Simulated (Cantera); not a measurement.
A Cantera script and what it prints.

```python
import numpy as np
import cantera as ct

gas_names = [...]  # 113 gases of nasa_gas.yaml made of C, H, O, Ti
cond_names = """
    C(gr) C6H6(L) C7H8(L) C8H18(L),n-octa H2O(s) H2O(L) Ti(a) Ti(b) Ti(L) TiC(s) TiC(L) TiO(a) TiO(b)
    TiO(L) TiO2(ru) TiO2(L) Ti2O3(a) Ti2O3(b) Ti2O3(L) Ti3O5(a) Ti3O5(b) Ti3O5(L) Ti4O7(s) Ti4O7(L)
""".split()


# ... load() reads the species with a 1 bar reference pressure and builds the phases ...
atoms = {
    'Ti': {'Ti': 1},
    'CO': {'C': 1, 'O': 1},
    'H2': {'H': 2},
}
top_T = {'C(gr)': 4500}  # K; cautious upper limits of use, not melting points


# ... equilibrate(T, P, feed) seeds the gas with the atoms and calls Mixture.equilibrate('TP', solver="gibbs", rtol=1e-10, max_steps=50000) ...
results = []
feed = {'Ti': 1, 'CO': 0.4, 'H2': 1.3}  # mol
P = 70  # Pa
for T in [1275, 1325, 1375, 1425, 1475, 1525, 1575, 1625, 1675, 1725, 1775, 1825, 1875, 1925]:
    mix = equilibrate(T, P, feed)
    results.append((T, P, feed, dict(zip(mix.species_names, mix.species_moles))))

top = {s: max(r[3][s] / sum(r[3][g] for g in gas_names) for r in results) for s in gas_names}
cols = sorted((s for s in top if top[s] > 1e-05), key=lambda s: -top[s])[:6]
seen = [c for c in cond_names if any(r[3].get(c, 0) > 1e-12 for r in results)]
print("log10 of partial pressures in bar; condensed amounts in mol")
print(f"{'T/K':>10s}" + "".join(f"{s[:9]:>10s}" for s in cols + seen))
for T, P, feed, n in results:
    ng = sum(n[g] for g in gas_names)
    print(f"{T:10.4g}" + "".join(f"{np.log10(max(n[s] / ng * P / 1e5, 1e-99)):10.3f}" for s in cols)
          + "".join(f"{n.get(c, 0):10.4g}" for c in seen))
```

Output:

```
log10 of partial pressures in bar; condensed amounts in mol
       T/K        H2         H        Ti        CO       TiO     Ti(b)    TiC(s)    TiO(b)
      1275    -3.155    -7.710   -11.799   -14.988   -14.562       0.2       0.4       0.4
      1325    -3.155    -7.364   -11.086   -14.046   -13.673       0.2       0.4       0.4
      1375    -3.155    -7.043   -10.425   -13.174   -12.851       0.2       0.4       0.4
      1425    -3.155    -6.744    -9.811   -12.365   -12.088       0.2       0.4       0.4
      1475    -3.155    -6.465    -9.239   -11.612   -11.379       0.2       0.4       0.4
      1525    -3.155    -6.204    -8.706   -10.910   -10.718       0.2       0.4       0.4
      1575    -3.156    -5.959    -8.206   -10.254   -10.100       0.2       0.4       0.4
      1625    -3.156    -5.730    -7.739    -9.639    -9.523       0.2       0.4       0.4
      1675    -3.157    -5.514    -7.299    -9.062    -8.981    0.1999       0.4       0.4
      1725    -3.158    -5.310    -6.886    -8.519    -8.472    0.1998       0.4       0.4
      1775    -3.160    -5.118    -6.497    -8.008    -7.993    0.1994       0.4       0.4
      1825    -3.163    -4.937    -6.129    -7.525    -7.542    0.1987    0.3999    0.3999
      1875    -3.167    -4.767    -5.782    -7.069    -7.116    0.1972    0.3998    0.3997
      1925    -3.173    -4.606    -5.453    -6.637    -6.714    0.1942    0.3996    0.3992
```

Cantera equilibrium calculation (NASA polynomials, part measured and part estimated; ideal gas, pure solids and liquids). Mutual solubility and eutectic melting of coexisting phases are not modelled. TiC, TiO: taken at fixed stoichiometry. Condensed phases not in the tables: solid solutions among these carbides, nitrides and lower oxides, N, O or C dissolved in the metal.
